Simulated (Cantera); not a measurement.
Charge: 1 mol CH₃SiH₃, a varied amount of C₂H₂, 130 mol H₂, at 2273.15 K and 55000 Pa.

Method: chemical equilibrium by Gibbs-energy minimisation in Cantera with the NASA 1993 tables (ideal gas, pure condensed phases). Candidate condensed phases: C, C₆H₆, C₇H₈, C₈H₁₈, Si, SiC; 87 gas species. The feed counts by its element totals alone. Gases not in the tables: Si₂H₆ and higher silanes. Rates play no part.

Task: At 1.1 mol C₂H₂, list the 4 most abundant gas species with their mole fractions, and the condensed phases.

Result: H₂ 0.985, H 0.0112, C₂H₂ (acetylene) 0.00371, Si 0.000177. Condensed: C(graphite) + SiC(s).
